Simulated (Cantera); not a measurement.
Charge: 1 mol Fe2O3, 0.26 mol H2S, 1.2 mol CO2, at 620000 Pa.

These are equilibrium values from Cantera (NASA tables, ideal gas, pure condensed phases), not measurements of a reactor. Candidate condensed phases: C, C6H6, C7H8, C8H18, Fe, Fe(CO)5, FeO, Fe(OH)2, Fe(OH)3, FeS, FeSO4, FeS2, Fe2O3, Fe2(SO4)3, Fe3O4, H2O, H2SO4, S; 127 gas species. Mutual solubility and eutectic melting of coexisting phases are not modelled. The tables' stoichiometric FeO is somewhat more stable than real wüstite, so its field is too wide. FeO, FeS: taken at fixed stoichiometry. Gases not in the tables: S3 to S7. The numbers say what is thermodynamically allowed, not how fast it happens.

x: gas mole fraction; n: condensed amount in mol.

| T (K) | x CO2 | x H2O | x SO2 | x CO | x S2 | x H2S | x H2 | n FeS2(s) | n Fe3O4(s) | n FeS(s) | n FeO(s) |
|---|---|---|---|---|---|---|---|---|---|---|---|
| 848 | 0.772 | 0.165 | 0.0596 | 6.77e-5 | 0.000445 | 0.00220 | 4.47e-5 | 0.0811 | 0.640 | 0 | 0 |
| 948 | 0.756 | 0.160 | 0.0776 | 0.000373 | 0.00170 | 0.00360 | 0.000143 | 0 | 0.625 | 0.125 | 0 |
| 1048 | 0.754 | 0.160 | 0.0770 | … | … | 0.00389 | … | 0 | 0.626 | 0.121 | 0 |
| 1148 | 0.750 | 0.159 | 0.0767 | … | … | 0.00416 | … | 0 | 0.628 | 0.116 | 0 |
| 1248 | 0.741 | 0.157 | 0.0772 | 0.0109 | 0.00566 | 0.00440 | 0.00149 | 0 | 0.630 | 0.109 | 0 |
| 1348 | 0.725 | 0.155 | 0.0791 | 0.0234 | 0.00765 | 0.00460 | 0.00256 | 0 | 0.634 | 0.0973 | 0 |
| 1448 | 0.673 | 0.147 | 0.125 | 0.0345 | 0.0103 | 0.00379 | 0.00317 | 0 | 0.386 | 0 | 0.843 |
| 1548 | 0.666 | 0.148 | 0.147 | 0.0332 | 0.00148 | 0.000737 | 0.00265 | 0 | 0.299 | 0 | 1.10 |
| 1648 | 0.666 | 0.149 | 0.150 | 0.0322 | 0.000211 | 0.000154 | 0.00225 | 0 | 0.283 | 0 | 1.15 |

Problem. What belongs in the gaps?

Solution. 
- 1048, x CO: 0.00144
- 1048, x S2: 0.00272
- 1048, x H2: 0.000362
- 1148, x CO: 0.00437
- 1148, x S2: 0.00404
- 1148, x H2: 0.000782
